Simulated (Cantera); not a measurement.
A closed system holds: 1 mol Pb, 0.12 mol O2, 4.5 mol N2.

Cantera equilibrium calculation (NASA polynomials, part measured and part estimated; ideal gas, pure solids and liquids). Candidate condensed phases: Pb, PbO, PbO2, Pb3O4; 12 gas species. Mutual solubility and eutectic melting of coexisting phases are not modelled. Rates play no part.

### Question
What condenses at these points (T in K, P in Pa): (1075, 10000); (975, 320000); (875, 1000000); (1075, 32); (825, 320)?

### Answer
| T (K) | P in Pa | condensed phases | Pb condensed (%) |
|---|---|---|---|
| 1075 | 10000 | Pb + PbO | 99.6 |
| 975 | 320000 | Pb + PbO | 100.0 |
| 875 | 1000000 | Pb + PbO | 100.0 |
| 1075 | 32 | PbO | 18.9 |
| 825 | 320 | Pb + PbO | 100.0 |
